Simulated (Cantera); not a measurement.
Input: 1 mol Si(CH₃)₄, 0.55 mol HCl, 28 mol H₂, 0.11 mol C₂H₄, held at 1623 K and 8.40 mbar.

These are equilibrium values from Cantera (NASA tables, ideal gas, pure condensed phases), not measurements of a reactor. The numbers say what is thermodynamically allowed, not how fast it happens.

```json
[
 {"species": "H₂", "before": "0.983", "after": "0.800"},
 {"species": "H", "before": "0.000748", "after": "0.155"},
 {"species": "Si", "before": "2.12e-7", "after": "0.0195"},
 {"species": "HCl", "before": "0.0158", "after": "0.0123"},
 {"species": "SiC₂", "before": "<1e-9", "after": "0.00375"},
 {"species": "Si₂C", "before": "<1e-9", "after": "0.000859"},
 {"species": "C₂H", "before": "<1e-9", "after": "6.23e-5"},
 {"species": "Si₂", "before": "<1e-9", "after": "3.37e-5"},
 {"species": "C₄H₂", "before": "<1e-9", "after": "1.60e-5"},
 {"species": "SiH", "before": "3.86e-8", "after": "0.000496"},
 {"species": "C(graphite), mol", "before": "3.22", "after": "3.45"},
 {"species": "SiC(s), mol", "before": "1.000", "after": "0"}
]
```
Gas species are given as mole fractions.

Problem. Name the change that produced these shifts.
(A) temperature from 1623 K to 2400 K
(B) Si(CH₃)₄ replaced by CH₃SiCl₃
(C) pressure from 8.40 mbar to 4.50 mbar
(D) temperature from 1623 K to 1723.15 K

Solution. A, temperature from 1623 K to 2400 K. The tables' values for SiCl are old estimates; treat these amounts as uncertain. Gases not in the tables: Si₂H₆ and higher silanes
